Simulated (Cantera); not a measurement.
A perfectly stirred reactor is fed with H2 : O2 : N2 = 0.67 : 1 : 0.54 (molar parts), equivalence ratio 0.34, at 0.170 bar; it is held at 1100 K, and followed from long to short residence time.

Detailed kinetics in Cantera: the H2/O2 subset of GRI-Mech 3.0, which has no nitrogen chemistry. The temperature is held fixed by assumption; the heat of reaction is taken as removed at once.

x: mole fraction; the columns are a selection and need not sum to one.

```csv
τ (s),x H2,x O2,x O,x OH,x H2O
0.55,0.000800,0.355,8.42e-5,(withheld),0.356
0.36,0.00105,0.355,0.000113,(withheld),0.356
0.23,0.00140,0.355,0.000155,(withheld),0.355
0.15,0.00183,0.355,0.000208,(withheld),0.355
0.094,0.00243,0.355,0.000285,(withheld),0.354
0.060,0.00317,0.355,0.000383,(withheld),0.353
0.039,0.00408,0.355,0.000508,(withheld),0.352
0.025,0.00525,0.356,0.000675,(withheld),0.350
0.016,0.00675,0.356,0.000893,(withheld),0.348
0.010,0.00873,0.356,0.00119,(withheld),0.346
0.0066,0.0109,0.357,0.00153,(withheld),0.343
```

**Question.** Some entries are withheld; supply them.

**Answer.** 
- 0.55, x OH: 0.000260
- 0.36, x OH: 0.000300
- 0.23, x OH: 0.000350
- 0.15, x OH: 0.000408
- 0.094, x OH: 0.000485
- 0.060, x OH: 0.000576
- 0.039, x OH: 0.000683
- 0.025, x OH: 0.000818
- 0.016, x OH: 0.000984
- 0.010, x OH: 0.00120
- 0.0066, x OH: 0.00143
